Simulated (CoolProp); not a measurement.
The fluid at 298.15 K and 0.271 MPa expands adiabatically to 0.0992 MPa with isentropic efficiency 1. The same conditions are run with several fluids, on thermodynamics alone (safety and materials aside).

Model: reference Helmholtz-energy equation of state of each fluid (CH2F2 (R32): Tillner-Roth 1997; carbon monoxide: Lemmon 2006; CH3F (R41): Lemmon 2006; propylene: Lemmon 2013; dry air: Lemmon 2000), in CoolProp. Blends and air are pseudo-pure fits.

```tsv
fluid	work (kJ/kg)	final temperature (K)	final density (kg/m³)
CH2F2 (R32)	42.0	242.7	2.63
carbon monoxide	77.2	223.6	1.50
CH3F (R41)	64.0	236.2	1.75
propylene	53.6	258.9	1.98
dry air	74.6	223.5	1.55
```
